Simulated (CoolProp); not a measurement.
A Linde-Hampson liquefier for carbon monoxide: isothermal reversible compression at 290 K from 1 atm to 10 MPa, throttling to 1 atm, return gas leaving the recuperator 0 K below the feed. Each further row changes one setting.

Computed with CoolProp (reference Helmholtz-energy equation of state, Lemmon 2006). It is a short technical equation, of lower accuracy than the large ones.

| case | liquid yield per pass | compression work (kJ/kg of gas) |
|---|---|---|
| as stated | 0.056 | 393 |
| high pressure 20 MPa | 0.094 | 453 |
| warm-end temperature 320 K | 0.042 | 436 |
| warm-end gap 5 K | 0.045 | 393 |
